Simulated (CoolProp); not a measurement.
Values from CoolProp's reference Helmholtz-energy equation of state, Thol 2017.

### Question
For octamethyltrisiloxane (MDM), give the phase and the density (kg/m³), Joule-Thomson coefficient (K/MPa), isothermal compressibility (1/MPa), expansivity (1/kK) at 575 K and 7.19 bar; 575 K and 10.8 bar.

### Answer
- 575 K and 7.19 bar: gas; density 43.5, Joule-Thomson coefficient 11.7, isothermal compressibility 1.76, expansivity 3.67
- 575 K and 10.8 bar: gas; density 76.9, Joule-Thomson coefficient 15.7, isothermal compressibility 1.50, expansivity 6.62
